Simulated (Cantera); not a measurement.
What does this Cantera script print?

```python
import numpy as np
import cantera as ct

gas = ct.Solution("gri30.yaml")
gas.TPX = 575, 100000, {'CH4': 1, 'CO': 0.55, 'O2': 1.75, 'N2': 6.58, 'H2': 0.021}
inlet = ct.Reservoir(gas, clone=True)
gas.equilibrate("HP")  # start burning
reactor = ct.IdealGasConstPressureReactor(gas, energy="on", clone=False)
exhaust = ct.Reservoir(gas, clone=True)
tau = [0.3, 0.12, 0.049, 0.02, 0.0081, 0.0033, 0.0013, 0.00054, 0.00022, 8.9e-05, 3.6e-05, 1.5e-05][0]
for a, b in ((inlet, reactor), (reactor, exhaust)):
    ct.MassFlowController(a, b, mdot=lambda t: reactor.mass / tau)
net = ct.ReactorNet([reactor])
show = ['CH4', 'CO', 'O2', 'CH2', 'HCO', 'OH', 'C2H2']

rows = []
print(f"{'tau/s':>10s}{'T/K':>9s}" + "".join(f"{s:>11s}" for s in show))
for tau in [0.3, 0.12, 0.049, 0.02, 0.0081, 0.0033, 0.0013, 0.00054, 0.00022, 8.9e-05, 3.6e-05, 1.5e-05]:
    net.initial_time = 0.0
    net.advance(30 * tau)
    before = gas.X
    net.advance(40 * tau)
    drift = np.max(np.abs(gas.X - before) / (gas.X + 1e-9))
    rows.append([gas.T, *gas[show].X, drift])
    print(f"{tau:10.3e}{gas.T:9.1f}" + "".join(f"{x:11.3e}" for x in gas[show].X))
```

It prints:

```
     tau/s      T/K        CH4         CO         O2        CH2        HCO         OH       C2H2
 3.000e-01   2287.9  2.882e-06  7.607e-02  1.893e-04  1.069e-07  3.997e-08  1.690e-03  3.546e-09
 1.200e-01   2282.6  5.506e-06  7.613e-02  2.676e-04  2.337e-07  6.101e-08  1.952e-03  1.133e-08
 4.900e-02   2273.6  9.413e-06  7.624e-02  4.204e-04  4.658e-07  1.068e-07  2.382e-03  2.775e-08
 2.000e-02   2259.2  1.537e-05  7.644e-02  7.057e-04  8.620e-07  2.062e-07  3.018e-03  5.667e-08
 8.100e-03   2237.5  2.542e-05  7.680e-02  1.210e-03  1.506e-06  4.238e-07  3.861e-03  1.071e-07
 3.300e-03   2207.0  4.392e-05  7.740e-02  2.027e-03  2.512e-06  8.950e-07  4.834e-03  2.037e-07
 1.300e-03   2165.2  8.318e-05  7.836e-02  3.313e-03  4.213e-06  1.991e-06  5.841e-03  4.378e-07
 5.400e-04   2117.8  1.652e-04  7.980e-02  5.061e-03  7.034e-06  4.337e-06  6.586e-03  1.063e-06
 2.200e-04   2063.1  3.716e-04  8.248e-02  7.804e-03  1.278e-05  9.956e-06  6.888e-03  3.320e-06
 8.900e-05   1992.6  1.029e-03  8.883e-02  1.355e-02  2.679e-05  2.462e-05  6.227e-03  1.484e-05
 3.600e-05    575.0  1.010e-01  5.555e-02  1.767e-01 -2.618e-33  3.041e-24  2.406e-19 -2.118e-18
 1.500e-05    575.0  1.010e-01  5.555e-02  1.767e-01  1.514e-34  1.468e-24  1.203e-19 -1.462e-21
```

Model: GRI-Mech 3.0 (53 species, 325 reactions), integrated in Cantera.
